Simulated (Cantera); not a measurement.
Feed: 1 mol CH3SiCl3, 0.91 mol C2H4, 9.4 mol H2, equilibrated at 750 °C and 7.80 mbar.

Cantera equilibrium calculation (NASA polynomials, part measured and part estimated; ideal gas, pure solids and liquids). Candidate condensed phases: C, C6H6, C7H8, C8H18, Si, SiC; 109 gas species. The feed counts by its element totals alone. The tables' values for SiCl3 are old estimates; treat these amounts as uncertain. Kinetics and transport are ignored.

Base state: H2 0.818, HCl 0.171, SiCl4 0.0102, SiHCl3 0.000415, CH4 0.000391, SiCl3 0.000121, SiCl2 3.01e-5 (mole fractions); condensed: C(graphite) + SiC(s).

What changes in the equilibrium state with this change: CH3SiCl3 replaced by SiF4?


```csv
species,before,after
H2,0.818,0.917
SiF4,0,0.0814
HF,0,0.000508
HCl,0.171,0
SiCl4,0.0102,0
SiHF3,0,0.000459
SiHCl3,0.000415,0
SiCl3,0.000121,0
SiF3,0,4.65e-5
"C(graphite), mol",1.97,1.81
"SiC(s), mol",0.848,0
```
The tables' values for SiF3 are old estimates; treat these amounts as uncertain.

What changes in the equilibrium state with this change: temperature from 750 °C to 652 °C?


```json
[
 {"species": "H2", "before": "0.818", "after": "0.859"},
 {"species": "HCl", "before": "0.171", "after": "0.114"},
 {"species": "SiCl4", "before": "0.0102", "after": "0.0251"},
 {"species": "SiCl2", "before": "3.01e-5", "after": "4.18e-6"},
 {"species": "CH4", "before": "0.000391", "after": "0.00131"},
 {"species": "SiCl3", "before": "0.000121", "after": "5.14e-5"},
 {"species": "SiHCl3", "before": "0.000415", "after": "0.000687"},
 {"species": "C(graphite), mol", "before": "1.97", "after": "2.16"},
 {"species": "SiC(s), mol", "before": "0.848", "after": "0.642"}
]
```
